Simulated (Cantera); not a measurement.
Cantera run:

```python
import numpy as np
import cantera as ct

gas_names = """
    C CH CH2 CH3 CH4 C2 C2H C2H2,acetylene C2H2,vinylidene C2H3,vinyl C2H4 C2H5 C2H6 C3 C3H3,propargyl
    C3H4,allene C3H4,propyne C3H4,cyclo- C3H5,allyl C3H6,propylene C3H6,cyclo- C3H7,n-propyl
    C3H7,i-propyl C3H8 C4 C4H2 C4H4,1,3-cyclo- C4H6,butadiene C4H6,2-butyne C4H6,cyclo- C4H8,1-butene
    C4H8,cis2-buten C4H8,tr2-butene C4H8,isobutene C4H8,cyclo- C4H9,n-butyl C4H9,i-butyl C4H9,s-butyl
    C4H9,t-butyl C4H10,isobutane C4H10,n-butane C5 C5H6,1,3cyclo- C5H8,cyclo- C5H10,1-pentene
    C5H10,cyclo- C5H11,pentyl C5H11,t-pentyl C5H12,n-pentane C5H12,i-pentane CH3C(CH3)2CH3 C6H2
    C6H5,phenyl C6H6 C6H10,cyclo- C6H12,1-hexene C6H12,cyclo- C6H13,n-hexyl C7H7,benzyl C7H8
    C7H14,1-heptene C7H15,n-heptyl C7H16,n-heptane C8H8,styrene C8H10,ethylbenz C8H16,1-octene
    C8H17,n-octyl C8H18,isooctane C8H18,n-octane C9H19,n-nonyl C10H8,naphthale C10H21,n-decyl
    C12H9,o-bipheny C12H10,bipheny H H2 Ti
""".split()
cond_names = """
    C(gr) C6H6(L) C7H8(L) C8H18(L),n-octa Ti(a) Ti(b) Ti(L) TiC(s) TiC(L)
""".split()


def load(file, names, dense=False):
    # The tables refer to 1 bar. Condensed volumes are neglected.
    table = {s.name: s for s in ct.Species.list_from_file(file)}
    out = []
    for n in names:
        d = dict(table[n].input_data)
        d["thermo"] = dict(d["thermo"], **{"reference-pressure": 1e5})
        if dense:
            d["equation-of-state"] = {"model": "constant-volume", "density": "1e6 g/cm^3"}
        out.append(ct.Species.from_dict(d))
    return out


gas = ct.Solution(thermo="ideal-gas", species=load("nasa_gas.yaml", gas_names))
cond = {s.name: ct.Solution(thermo="fixed-stoichiometry", species=[s], name=s.name)
        for s in load("nasa_condensed.yaml", cond_names, dense=True)}
atoms = {
    'Ti': {'Ti': 1},
    'CH4': {'C': 1, 'H': 4},
}
top_T = {'C(gr)': 4500}  # K; cautious upper limits of use, not melting points


def equilibrate(T, P, feed):
    n = {}
    for name, mol in feed.items():
        for a, k in atoms[name].items():
            n[a] = n.get(a, 0.0) + k * mol
    gas.TPX = T, P, n
    mass = sum(n.values()) * gas.mean_molecular_weight
    gas.equilibrate("TP")
    valid = [c for c in cond.values() if c.min_temp <= T <= top_T.get(c.name, c.max_temp)]
    mix = ct.Mixture([(gas, mass / gas.mean_molecular_weight)] + [(c, 0.0) for c in valid])
    mix.T, mix.P = T, P
    mix.equilibrate("TP", solver="vcs", rtol=1e-11, max_steps=5000)
    return mix


results = []
feed = {'Ti': 1, 'CH4': 1.1}  # mol
T = 1325  # K
P = 15  # Pa
mix = equilibrate(T, P, feed)
results.append((T, P, feed, dict(zip(mix.species_names, mix.species_moles))))
x = sorted(zip(gas.X, gas.species_names), reverse=True)
print(f"T = {T:g} K  P = {P:g} Pa  gas = {mix.phase_moles(0):.4g} mol")
print("   x: " + "  ".join(f"{s} {v:.3e}" for v, s in x if v > 1e-06))
print("   condensed (mol): " + ("  ".join(f"{mix.phase(i).name} {mix.phase_moles(i):.4g}"
      for i in range(1, mix.n_phases) if mix.phase_moles(i) > 1e-12) or "none"))
```

Output:

```
T = 1325 K  P = 15 Pa  gas = 2.2 mol
   x: H2 9.999e-01  H 1.335e-04  CH4 1.007e-06
   condensed (mol): C(gr) 0.09999  TiC(s) 1
```

Method: chemical equilibrium by Gibbs-energy minimisation in Cantera with the NASA 1993 tables (ideal gas, pure condensed phases). TiC: taken at fixed stoichiometry.
